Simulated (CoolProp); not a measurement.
A simple Rankine cycle with n-pentane: condensing at 327.15 K, boiler at 0.95 MPa, turbine inlet 545.4 K, turbine efficiency 0.7, pump efficiency 0.6, no recuperator. Each further row changes one setting.

The numbers come from the reference Helmholtz-energy equation of state, Thol 2019 in CoolProp.

```csv
case,thermal efficiency (%),net work (kJ/kg),heat in (kJ/kg),turbine exit temperature (K),volume ratio over the turbine
as stated,8.0,…,829,…,5.24
turbine inlet 565.4 K,7.8,68.9,885,535.7,…
condensing temperature 319.15 K,8.9,75.8,849,511.6,…
boiler pressure 0.665 MPa,6.4,53.1,834,522.5,…
turbine efficiency 0.6,6.8,56.2,829,519.4,5.27
```

Question: What belongs in the gaps?

Answer: 
- as stated, net work (kJ/kg): 66.0
- as stated, turbine exit temperature (K): 515.6
- turbine inlet 565.4 K, volume ratio over the turbine: 5.21
- condensing temperature 319.15 K, volume ratio over the turbine: 6.67
- boiler pressure 0.665 MPa, volume ratio over the turbine: 3.65
